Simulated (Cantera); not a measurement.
# Hydrocarbon pyrolysis for carbon deposition

An isothermal, constant-pressure homogeneous reactor starts with C2H6 : N2 = 0.44 : 3 (molar parts), at 1875 K and 10.00 Torr.

Model: GRI-Mech 3.0 (53 species, 325 reactions), integrated in Cantera. GRI-Mech 3.0 stops at C3 and has no aromatics, soot or wall deposition, so with more carbon than oxygen in the feed, carbon stays in small species such as C2H2 where larger ones or solid carbon would form. Radical loss at walls, strong at low pressure, is not modelled.

```csv
t (s),x C2H6,x H2,x CH4,x CH2,x HCN,x C2H,x C2H2
5.00e-5,0.0950,0.00385,0.00228,0.000107,8.95e-8,3.17e-9,1.37e-5
0.000182,0.0239,0.0435,0.0173,0.000301,4.63e-6,4.55e-6,0.00543
0.000660,0.000195,0.125,0.0320,0.000125,1.89e-5,1.92e-5,0.0585
0.00240,1.99e-5,0.160,0.0272,2.83e-5,2.39e-5,9.44e-6,0.0846
0.00871,5.30e-6,0.173,0.0213,9.98e-6,2.62e-5,5.83e-6,0.0917
0.0316,1.79e-6,0.184,0.0141,5.31e-6,2.88e-5,5.03e-6,0.0954
0.115,3.97e-7,0.195,0.00569,3.48e-6,3.52e-5,6.32e-6,0.0992
0.417,2.05e-8,0.201,0.000920,1.56e-6,5.60e-5,1.03e-5,0.101
1.52,2.99e-10,0.202,8.74e-5,3.18e-7,9.71e-5,1.49e-5,0.102
5.51,1.03e-11,0.202,1.40e-5,5.40e-8,0.000126,1.53e-5,0.102
20.0,4.71e-12,0.202,7.61e-6,2.93e-8,0.000154,1.53e-5,0.102
```
x: mole fraction; the columns are a selection and need not sum to one.

Equilibrium at this temperature and pressure: C2H6 4.22e-12, H2 0.202, CH4 8.83e-6, CH2 3.40e-8, HCN 0.111, C2H 6.99e-6, C2H2 0.0464 (gas phase only).
